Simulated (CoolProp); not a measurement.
Vapour-liquid equilibrium of propylene (1) + 1-butene (2) at 741 kPa; x and y are mole fractions of (1).

The numbers come from the multi-fluid Helmholtz-energy mixture model, Lemmon 2013 and Lemmon 2005; pair parameters Bell 2016 in CoolProp.

```
x     bubble temperature (K)  y at the bubble point  dew temperature at overall composition x (K)  liquid density (mol/L)
----  ----------------------  ---------------------  --------------------------------------------  ----------------------
0.05                   328.0                  0.122                                         330.4                   9.835
0.15                   320.7                  0.327                                         327.1                   10.16
0.25                   314.1                  0.488                                         323.6                   10.47
0.35                   308.1                  0.614                                         319.8                   10.78
0.45                   302.8                  0.714                                         315.7                   11.08
0.55                   298.0                  0.793                                         311.3                   11.38
0.65                   293.7                  0.856                                         306.3                   11.67
0.75                   289.8                  0.908                                         300.7                   11.96
0.85                   286.2                  0.950                                         294.2                   12.25
0.95                   282.9                  0.985                                         286.2                   12.54
```

No azeotrope shows between x = 0.05 and 0.95.

The pair parameters rest on a limited set of measurements; away from them the model extrapolates.
